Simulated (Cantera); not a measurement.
## Stirred combustor or abatement burner

A perfectly stirred reactor is fed with CH3OH : O2 : N2 = 0.74 : 2.03 : 7.62 (molar parts), at 7.40 bar; it is adiabatic with a 400 K inlet, and is followed from long to short residence time, starting on the burning branch (τ in s: 0.46, 0.16, 0.057, 0.02, 0.0072, 0.0026, 0.00091, 0.00032, 0.00011, 4e-05, 1.4e-05, 5.1e-06).

Model: GRI-Mech 3.0 (53 species, 325 reactions), integrated in Cantera. GRI-Mech 3.0 was tuned for natural gas; its chemistry of methanol as a main component is partial and can be far from experiment.

| τ (s) | T (K) | x CH3OH | x O2 | x CO | x HCO | x O | x HCN |
|---|---|---|---|---|---|---|---|
| 0.46 | 1705 | 6.63e-7 | 0.0854 | 3.75e-5 | 1.13e-9 | 6.70e-6 | 2.49e-11 |
| 0.16 | 1704 | 1.65e-6 | 0.0855 | 8.42e-5 | 3.25e-9 | 9.06e-6 | 2.73e-11 |
| 0.057 | 1703 | 3.78e-6 | 0.0855 | 0.000185 | 9.13e-9 | 1.38e-5 | 3.25e-11 |
| 0.020 | 1701 | 8.46e-6 | 0.0856 | 0.000409 | 2.61e-8 | 2.31e-5 | 4.27e-11 |
| 0.0072 | 1696 | 1.84e-5 | 0.0858 | 0.000887 | 7.25e-8 | 3.92e-5 | 5.94e-11 |
| 0.0026 | 1687 | 4.08e-5 | 0.0863 | 0.00197 | 2.01e-7 | 6.61e-5 | 8.51e-11 |
| 0.00091 | 1661 | 0.000105 | 0.0879 | 0.00498 | 5.81e-7 | 0.000103 | 1.25e-10 |
| 0.00032 | 400 | 0.0712 | 0.195 | <1e-12 | <1e-12 | <1e-12 | <1e-12 |
| 0.00011 | 400 | 0.0712 | 0.195 | <1e-12 | <1e-12 | <1e-12 | <1e-12 |
| 4.0e-5 | 400 | 0.0712 | 0.195 | <1e-12 | <1e-12 | <1e-12 | <1e-12 |
| 1.4e-5 | 400 | 0.0712 | 0.195 | <1e-12 | <1e-12 | <1e-12 | <1e-12 |
| 5.1e-6 | 400 | 0.0712 | 0.195 | <1e-12 | <1e-12 | <1e-12 | <1e-12 |
x: mole fraction; the columns are a selection and need not sum to one.
